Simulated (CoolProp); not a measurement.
Values from CoolProp's reference Helmholtz-energy equation of state, Zhou 2012.

For o-xylene, give the phase and the cp (kJ/(kg K)), Joule-Thomson coefficient (K/MPa), viscosity (µPa s), conductivity (mW/(m K)) at 410.6 K and 0.336 MPa; 536.2 K and 0.336 MPa; 599.1 K and 0.336 MPa.


- 410.6 K and 0.336 MPa: liquid; cp 2.15, Joule-Thomson coefficient -0.295, viscosity 260, conductivity 102
- 536.2 K and 0.336 MPa: gas; cp 2.12, Joule-Thomson coefficient 13.6, viscosity 11.7, conductivity 35.7
- 599.1 K and 0.336 MPa: gas; cp 2.26, Joule-Thomson coefficient 8.66, viscosity 13.1, conductivity 41.7

Viscosity comes from a separate model (Cao 2016). Thermal conductivity comes from a separate model (Mylona 2014).
